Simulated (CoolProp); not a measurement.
Propyne at several states: density (kg/m³) from the reference equation and from simpler models built on Tc = 129.6 °C, pc = 5658 kPa, ω = 0.204; each cubic takes its own stable root.

Values from CoolProp's reference Helmholtz-energy equation of state, Polt 1992. This equation is an older, rougher fit.

```tsv
T (°C)	p (kPa)	phase	reference
184.45	360	gas	3.848
60.75	276	gas	4.114
88.65	2210	gas	38.76
126.45	70.7	gas	0.8563
```

### Question
How far does each simpler model (ideal gas, van der Waals, Redlich-Kwong, Soave-Redlich-Kwong, Peng-Robinson) lie from the reference over these 4 states: mean and median of the absolute difference, and the worst?

### Answer
- ideal gas: mean 7.3 %, median 2.3 %, worst -24.1 % at 88.65 °C and 2210 kPa
- van der Waals: mean 2.2 %, median 0.5 %, worst -7.7 % at 88.65 °C and 2210 kPa
- Redlich-Kwong: mean 0.9 %, median 0.2 %, worst -3.3 % at 88.65 °C and 2210 kPa
- Soave-Redlich-Kwong: mean 0.6 %, median 0.1 %, worst -2.0 % at 88.65 °C and 2210 kPa
- Peng-Robinson: mean 0.1 %, median 0.1 %, worst +0.1 % at 184.45 °C and 360 kPa
